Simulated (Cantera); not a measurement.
Charge: 1 mol CS2, 1.1 mol H2O, 0.75 mol N2, equilibrated at 1825 K and 133 Pa.

Method: chemical equilibrium by Gibbs-energy minimisation in Cantera with the NASA 1993 tables (ideal gas, pure condensed phases). Candidate condensed phases: C, C6H6, C7H8, C8H18, H2O, H2SO4, S; 150 gas species. The numbers say what is thermodynamically allowed, not how fast it happens.

Base state: H2 0.254, CO 0.253, S2 0.240, N2 0.193, H2O 0.0153, S 0.0122, SH 0.0115, H 0.00608 (mole fractions); condensed: gas only.

Task: What changes in the equilibrium state with this change: CS2 replaced by S?

Result: 
```csv
species,before,after
N2,0.193,0.294
H2,0.254,0.232
H2O,0.0153,0.190
CO,0.253,0
S2,0.240,0.114
SO2,0.000767,0.0976
SO,0.00492,0.0461
SH,0.0115,0.00761
S,0.0122,0.00840
CO2,0.00388,0
COS,0.000159,0
OH,2.55e-5,0.000331
```
